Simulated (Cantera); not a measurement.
Charge: 1 mol C2H6, 0.13 mol O2, 5.6 mol H2, equilibrated at 700 K and 750 Torr.

Cantera equilibrium calculation (NASA polynomials, part measured and part estimated; ideal gas, pure solids and liquids). Candidate condensed phases: C, C6H6, C7H8, C8H18, H2O; 110 gas species. The numbers say what is thermodynamically allowed, not how fast it happens.

Base state: H2 0.658, CH4 0.303, H2O 0.0394, CO 1.15e-5 (mole fractions); condensed: gas only.

Problem. What changes in the equilibrium state with this change: temperature from 700 K to 1073.15 K?

Solution. 
```
species            before     after
----------------  -------  --------
H2                  0.658     0.930
CH4                 0.303    0.0397
CO                1.15e-5    0.0271
H2O                0.0394   0.00327
CO2               6.49e-6  0.000103
C(graphite), mol        0      1.43
```

Problem. What changes in the equilibrium state with this change: pressure from 750 Torr to 7.50 Torr?

Solution. 
```
species            before    after
----------------  -------  -------
H2                  0.658    0.900
CH4                 0.303   0.0690
H2O                0.0394   0.0232
CO                1.15e-5  0.00601
CO2               6.49e-6  0.00146
C(graphite), mol        0     1.38
```
